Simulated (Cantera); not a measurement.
A closed system holds: 1 mol Si, 2.3 mol NF₃, 34 mol N₂, held at 30.0 Pa.

Cantera equilibrium calculation (NASA polynomials, part measured and part estimated; ideal gas, pure solids and liquids). Candidate condensed phases: Si, Si₃N₄; 16 gas species. Equilibrium is a limit: real reactors are often held back by kinetics, nucleation or transport.

Task: At 975 K, list the 4 most abundant gas species with their mole fractions, and the condensed phases.

Result: N₂ 0.900, F 0.0737, SiF₄ 0.0256, F₂ 0.000281. Condensed: gas only.
